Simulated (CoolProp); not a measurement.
Saturation properties of carbonyl sulfide.

The numbers come from the reference Helmholtz-energy equation of state, Lemmon 2006 in CoolProp. It is a short technical equation, of lower accuracy than the large ones.

| T (°C) | p (MPa) | vapour density (kg/m³) | enthalpy of vaporisation (kJ/kg) | liquid cp (kJ/(kg K)) | surface tension (mN/m) |
|---|---|---|---|---|---|
| -91.55 | 0.008994 | 0.3596 | 335.2 | 1.165 | 28.9 |
| -89.35 | 0.01056 | 0.4173 | 333.9 | 1.164 | 28.5 |
| -87.25 | 0.01225 | 0.4792 | 332.6 | 1.164 | 28.0 |
| -85.15 | 0.01417 | 0.5482 | 331.3 | 1.163 | 27.6 |
| -83.05 | 0.01632 | 0.6250 | 330.0 | 1.163 | 27.2 |
| -80.95 | 0.01873 | 0.7102 | 328.7 | 1.163 | 26.8 |
| -78.85 | 0.02143 | 0.8044 | 327.3 | 1.164 | 26.3 |
| -76.75 | 0.02444 | 0.9083 | 326.0 | 1.164 | 25.9 |
| -74.65 | 0.02778 | 1.023 | 324.7 | 1.165 | 25.5 |
| -72.45 | 0.03166 | 1.154 | 323.3 | 1.165 | 25.1 |
| -70.35 | 0.03577 | 1.292 | 322.0 | 1.166 | 24.6 |
| -68.25 | 0.04030 | 1.442 | 320.7 | 1.167 | 24.2 |
| -66.15 | 0.04527 | 1.606 | 319.4 | 1.168 | 23.8 |
| -64.05 | 0.05073 | 1.784 | 318.0 | 1.170 | 23.4 |
| -61.95 | 0.05669 | 1.977 | 316.7 | 1.171 | 23.0 |

It boils at -50.2 °C under 1 atm.

Surface tension comes from a separate correlation (Mulero 2012).
